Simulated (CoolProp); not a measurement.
Vapour-liquid equilibrium of CHF3 (R23) (1) + C2F6 (R116) (2) at 0.432 MPa; x and y are mole fractions of (1).

Values from CoolProp's multi-fluid Helmholtz-energy mixture model, Penoncello 2003 and Lemmon 2006; pair parameters Bell 2016.

Task: Give the bubble temperature and the first vapour's composition at x = 0.5, 0.65, 0.8. Is there an azeotrope?

Result: x = 0.5: -57.9 °C, y = 0.559; x = 0.65: -58.0 °C, y = 0.619; x = 0.8: -57.2 °C, y = 0.704. y crosses x between x = 0.575 and 0.65: the model has an azeotrope there.

Pair parameters are fitted to limited data, so mixtures are less certain than the pure fluids.
